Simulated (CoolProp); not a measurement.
Computed with CoolProp (reference Helmholtz-energy equation of state, Lemmon 2006). It is a short technical equation, of lower accuracy than the large ones.

### Question
For nitrous oxide, give the phase and the density (kg/m³), cp (kJ/(kg K)), cv (kJ/(kg K)), Joule-Thomson coefficient (K/MPa) at 52.05 °C and 4.53 MPa; 52.05 °C and 13.6 MPa; 52.05 °C and 18.1 MPa.

### Answer
- 52.05 °C and 4.53 MPa: gas; density 93.5, cp 1.31, cv 0.800, Joule-Thomson coefficient 9.16
- 52.05 °C and 13.6 MPa: supercritical; density 682, cp 2.98, cv 0.931, Joule-Thomson coefficient 1.52
- 52.05 °C and 18.1 MPa: supercritical; density 759, cp 2.30, cv 0.913, Joule-Thomson coefficient 0.781
